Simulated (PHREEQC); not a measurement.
## Copper plating or etch bath (model solution)

Solution (57 °C): 0.052 mol/kgw Cu(NO3)2 and 0.21 mol/kgw FeCl3. Closed to the air; pH follows from the charge balance.

The numbers come from PHREEQC with the ion-association model, wateq4f.dat.

Each row changes one thing in this solution. No solid was allowed to form.

```
case                                            pH  ionic strength (mol/kgw)  Cl- (mol/kgw)
--------------------------------------------  ----  ------------------------  -------------
as made                                       1.73                     0.807          0.421
Cu(NO3)2 left out                             1.72                     0.701          0.447
Cu(NO3)2 from 0.052 to 0.0468 mol/kgw         1.73                     0.796          0.424
FeCl3 replaced by BaCl2 at the same molality  4.31                     0.733          0.392
FeCl3 from 0.21 to 0.021 mol/kgw              2.00                     0.242         0.0510
```

The ionic strength passes 0.7 mol/kgw, the rough limit of the ion-association models, in as made; Cu(NO3)2 left out; Cu(NO3)2 from 0.052 to 0.0468 mol/kgw; FeCl3 replaced by BaCl2 at the same molality. Complexes and solids missing from the database can't appear. Some of these states are supersaturated (in Hematite (slow to form), Goethite (slow to form), Atacamite, for instance). Constants without temperature data keep their 25 °C values here.
